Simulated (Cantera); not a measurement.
**Premixed flame**

A freely propagating, adiabatic, planar premixed flame of CH₄ : O₂ : N₂ = 1.3 : 2 : 8.2 (molar parts), unburnt at 425 K and 4730 Torr; mixture-averaged transport, grid criteria slope 0.08 and curve 0.16, no radiation.

Computed with Cantera and GRI-Mech 3.0 (53 species, 325 reactions). Burning velocities carry a grid error of a few per cent, more on coarse grids.

```
z (mm)   T (K)  u (m/s)     x CH₄      x O₂    x HCN    x C₂H₆     x CH₃    x C₂H
-------  -----  -------  --------  --------  -------  --------  --------  -------
-0.729     426    0.135     0.113     0.173    <1e-8   7.86e-8     <1e-8    <1e-8
-0.486     435    0.139     0.112     0.172  1.25e-8   1.51e-6     <1e-8    <1e-8
-0.365     465    0.149     0.109     0.170  6.93e-8   9.06e-6   1.31e-8    <1e-8
-0.243     607    0.196    0.0989     0.158  5.14e-7   7.76e-5   2.00e-7    <1e-8
-0.122    1089    0.359    0.0652     0.112  3.19e-6  0.000582   4.21e-5    <1e-8
-0.0608   1480    0.492    0.0366    0.0685  6.38e-6  0.000942  0.000441    <1e-8
0         1839    0.615    0.0113    0.0256  1.17e-5  0.000256   0.00121  1.84e-7
0.0608    2001    0.670   0.00288   0.00630  1.83e-5   1.67e-5  0.000672  4.75e-7
0.122     2047    0.685   0.00126   0.00167  2.07e-5   2.33e-6  0.000290  3.14e-7
0.243     2066    0.690  0.000627  0.000215  2.02e-5   2.65e-7   9.58e-5  1.20e-7
0.486     2070    0.692  0.000349   1.26e-5  1.75e-5   4.13e-8   3.62e-5  4.46e-8
0.972     2070    0.692  0.000154   7.37e-7  1.30e-5     <1e-8   1.44e-5  1.62e-8
1.94      2069    0.692   3.27e-5   5.79e-7  6.80e-6     <1e-8   3.05e-6    <1e-8
```
x: mole fraction of selected species; z is measured from the peak of heat release.

```
Property                     Result
------------------------  ---------
laminar burning velocity  13.5 cm/s
thermal thickness          0.243 mm
peak x(HCN)                 2.09e-5
peak x(C₂H₆)               0.000944
peak x(CH₃)                 0.00121
peak x(C₂H)                 4.78e-7
```
